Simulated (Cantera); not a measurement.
**Silicon epitaxy and polysilicon growth: SiHCl₃ + N₂**

Charge: 1 mol SiHCl₃, 280 mol N₂, equilibrated at 70.0 mbar.

These are equilibrium values from Cantera (NASA tables, ideal gas, pure condensed phases), not measurements of a reactor. Candidate condensed phases: NH₄Cl, Si, Si₃N₄; 28 gas species. N₂ is the only nitrogen source here; it is nearly inert below about 1500 K, so the nitride shown seldom forms there in practice. The tables' values for SiCl₃ are old estimates; treat these amounts as uncertain. Equilibrium is a limit: real reactors are often held back by kinetics, nucleation or transport.

From 1375 K to 1575 K the condensed part is Si₃N₄(s). From 1625 K to 1725 K nothing is condensed. The main Si-bearing gas is SiCl₄ at 1375 K and SiCl₂ at 1725 K.

| T (K) | log p N₂ | log p HCl | log p SiCl₂ | log p SiCl₄ | n Si₃N₄(s) |
|---|---|---|---|---|---|
| 1375 | -1.16 | -3.62 | -4.36 | -4.08 | 0.125 |
| 1425 | -1.16 | -3.62 | -4.07 | -4.24 | 0.0946 |
| 1475 | -1.16 | -3.63 | -3.86 | -4.50 | 0.0579 |
| 1525 | -1.16 | -3.64 | -3.73 | -4.87 | 0.0253 |
| 1575 | -1.16 | -3.66 | -3.65 | -5.32 | 0.00164 |
| 1625 | -1.16 | -3.65 | -3.64 | -5.54 | 0 |
| 1675 | -1.16 | -3.65 | -3.63 | -5.75 | 0 |
| 1725 | -1.16 | -3.65 | -3.63 | -5.99 | 0 |
log p: log10 of the partial pressure in bar; n: condensed amount in mol.
